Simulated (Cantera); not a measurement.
An isothermal, constant-pressure homogeneous reactor starts with CH₄ : H₂O = 4.3 : 1.3 (molar parts), at 2125 K and 210000 Pa.

Model: GRI-Mech 3.0 (53 species, 325 reactions), integrated in Cantera. GRI-Mech 3.0 stops at C3 and has no aromatics, soot or wall deposition, so with more carbon than oxygen in the feed, carbon stays in small species such as C2H2 where larger ones or solid carbon would form.

One state of this run: x CH₄ = 0.00371; x H₂O = 1.28e-6; x HCO = 1.45e-7; x H₂O₂ = <1e-12; x C₂H = 1.07e-5; x CO = 0.116. x: mole fraction; the columns are a selection and need not sum to one.

**Question.** Which value of t (s) does it belong to?
(A) 0.00181
(B) 9.10
(C) 0.00996
(D) 0.000330

**Answer.** B, 9.10
